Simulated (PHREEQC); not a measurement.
Dissolve 130 mmol/kgw TMAH, 19 mmol/kgw CO2 and 15 mmol/kgw K3PO4 at 25 °C. Closed to the air; pH follows from the charge balance.

Model: ion-association model, wateq4f.dat, run in PHREEQC.

```csv
quantity,before,after
pH,12.81,7.52
ionic strength (mol/kgw),0.237,0.0561
PO4-3 (mol/kgw),0.0140,4.67e-7
HPO4-2 (mol/kgw),0.000980,0.0115
KHPO4- (mol/kgw),2.29e-5,0.000439
H2PO4- (mol/kgw),9.30e-10,0.00306
```

Q: Which change was made?
A. TMAH from 0.13 to 0.013 mol/kgw
B. TMAH left out
C. CO2 left out
D. temperature from 25 to 65 °C
E. K3PO4 from 0.015 to 0.0015 mol/kgw

A: B, TMAH left out

Precipitation was switched off in this run. (CH3)4N+ isn't in the database: it is added as a free cation with an ion size of 4 Å. H3PO4, which wateq4f.dat lacks, is added to it with the constant of phreeqc.dat.
